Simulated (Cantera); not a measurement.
## Silicon epitaxy and polysilicon growth: Si₂Cl₆ + N₂

A closed system holds: 1 mol Si₂Cl₆, 110 mol N₂, held at 5.85 Torr.

Cantera equilibrium calculation (NASA polynomials, part measured and part estimated; ideal gas, pure solids and liquids). Candidate condensed phases: Si, Si₃N₄; 13 gas species. The feed counts by its element totals alone. N₂ is the only nitrogen source here; it is nearly inert below about 1500 K, so the nitride shown seldom forms there in practice. The tables' values for SiCl₃ are old estimates; treat these amounts as uncertain. Equilibrium is a limit: real reactors are often held back by kinetics, nucleation or transport.

| T (K) | log p N₂ | log p SiCl₄ | log p SiCl₂ | log p SiCl₃ | log p Cl | n Si₃N₄(s) |
|---|---|---|---|---|---|---|
| 1050 | -2.11 | -3.98 | -7.28 | -6.26 | -9.33 | 0.166 |
| 1100 | -2.11 | -3.98 | -6.65 | -5.89 | -8.81 | 0.165 |
| 1150 | -2.11 | -3.99 | -6.07 | -5.55 | -8.35 | 0.161 |
| 1200 | -2.11 | -4.00 | -5.55 | -5.25 | -7.92 | 0.153 |
| 1250 | -2.11 | -4.03 | -5.08 | -4.98 | -7.53 | 0.134 |
| 1300 | -2.11 | -4.09 | -4.66 | -4.76 | -7.18 | 0.0941 |
| 1350 | -2.12 | -4.21 | -4.31 | -4.61 | -6.87 | 0.0194 |
| 1400 | -2.12 | -4.25 | -4.25 | -4.57 | -6.41 | 0 |
| 1450 | -2.12 | -4.26 | -4.25 | -4.54 | -5.94 | 0 |
| 1500 | -2.12 | -4.28 | -4.25 | -4.52 | -5.51 | 0 |
| 1550 | -2.12 | -4.30 | -4.24 | -4.49 | -5.11 | 0 |
| 1600 | -2.12 | -4.35 | -4.21 | -4.48 | -4.77 | 0 |
| 1650 | -2.12 | -4.45 | -4.16 | -4.47 | -4.48 | 0 |
log p: log10 of the partial pressure in bar; n: condensed amount in mol.

From 1050 K to 1350 K the condensed part is Si₃N₄(s). From 1400 K to 1650 K nothing is condensed. The main Si-bearing gas is SiCl₄ at 1050 K and SiCl₂ at 1650 K.
